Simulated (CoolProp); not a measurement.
Saturation properties of hydrogen sulfide (Tc = 373.1 K, pc = 8.999 MPa, ω = 0.101).

The numbers come from the reference Helmholtz-energy equation of state, Lemmon 2006 in CoolProp. It is a short technical equation, of lower accuracy than the large ones.

```json
[
 {"T (K)": "290.2", "p (MPa)": "1.651", "vapour density (kg/m³)": "27.71", "enthalpy of vaporisation (kJ/kg)": "431.9", "surface tension (mN/m)": "12.8"},
 {"T (K)": "293.6", "p (MPa)": "1.801", "vapour density (kg/m³)": "30.23", "enthalpy of vaporisation (kJ/kg)": "425.2", "surface tension (mN/m)": "12.1"},
 {"T (K)": "297", "p (MPa)": "1.961", "vapour density (kg/m³)": "32.93", "enthalpy of vaporisation (kJ/kg)": "418.2", "surface tension (mN/m)": "11.5"},
 {"T (K)": "300.5", "p (MPa)": "2.136", "vapour density (kg/m³)": "35.92", "enthalpy of vaporisation (kJ/kg)": "410.7", "surface tension (mN/m)": "10.9"},
 {"T (K)": "303.9", "p (MPa)": "2.316", "vapour density (kg/m³)": "39.05", "enthalpy of vaporisation (kJ/kg)": "403.2", "surface tension (mN/m)": "10.3"},
 {"T (K)": "307.3", "p (MPa)": "2.507", "vapour density (kg/m³)": "42.41", "enthalpy of vaporisation (kJ/kg)": "395.5", "surface tension (mN/m)": "9.67"},
 {"T (K)": "310.8", "p (MPa)": "2.716", "vapour density (kg/m³)": "46.14", "enthalpy of vaporisation (kJ/kg)": "387.2", "surface tension (mN/m)": "9.05"},
 {"T (K)": "314.2", "p (MPa)": "2.930", "vapour density (kg/m³)": "50.04", "enthalpy of vaporisation (kJ/kg)": "378.8", "surface tension (mN/m)": "8.46"},
 {"T (K)": "317.6", "p (MPa)": "3.156", "vapour density (kg/m³)": "54.24", "enthalpy of vaporisation (kJ/kg)": "370.0", "surface tension (mN/m)": "7.87"},
 {"T (K)": "321.1", "p (MPa)": "3.402", "vapour density (kg/m³)": "58.91", "enthalpy of vaporisation (kJ/kg)": "360.6", "surface tension (mN/m)": "7.28"},
 {"T (K)": "324.5", "p (MPa)": "3.654", "vapour density (kg/m³)": "63.83", "enthalpy of vaporisation (kJ/kg)": "351.0", "surface tension (mN/m)": "6.71"},
 {"T (K)": "327.9", "p (MPa)": "3.918", "vapour density (kg/m³)": "69.15", "enthalpy of vaporisation (kJ/kg)": "340.9", "surface tension (mN/m)": "6.14"},
 {"T (K)": "331.4", "p (MPa)": "4.205", "vapour density (kg/m³)": "75.12", "enthalpy of vaporisation (kJ/kg)": "330.0", "surface tension (mN/m)": "5.57"},
 {"T (K)": "334.8", "p (MPa)": "4.499", "vapour density (kg/m³)": "81.45", "enthalpy of vaporisation (kJ/kg)": "318.8", "surface tension (mN/m)": "5.03"}
]
```

It boils at 212.9 K under 1 atm.

Surface tension comes from a separate correlation (Mulero 2012).
